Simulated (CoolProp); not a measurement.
R245fa along the isobar 0.995 MPa: density (kg/m³) from the reference equation and from simpler models built on Tc = 427.0 K, pc = 3.651 MPa, ω = 0.378; each cubic takes its own stable root.

Values from CoolProp's reference Helmholtz-energy equation of state, Akasaka 2015.

```csv
T (K),phase,reference
300,liquid,1336
314,liquid,1297
328,liquid,1256
342,liquid,1211
356,liquid,1161
370,gas,53.27
384,gas,49.48
398,gas,46.46
412,gas,43.94
426,gas,41.78
440,gas,39.90
```

**Question.** How far does each simpler model (van der Waals, Redlich-Kwong, Soave-Redlich-Kwong, Peng-Robinson) lie from the reference over these 11 states: mean and median of the absolute difference, and the worst?

**Answer.** 
- van der Waals: mean 35.1 %, median 6.6 %, worst -95.5 % at 356 K and 0.995 MPa
- Redlich-Kwong: mean 15.0 %, median 3.3 %, worst -95.3 % at 356 K and 0.995 MPa
- Soave-Redlich-Kwong: mean 4.9 %, median 1.3 %, worst -11.9 % at 356 K and 0.995 MPa
- Peng-Robinson: mean 1.3 %, median 1.3 %, worst +2.6 % at 300 K and 0.995 MPa

At some of these states van der Waals, Redlich-Kwong gives the other phase, because its saturation line lies elsewhere.
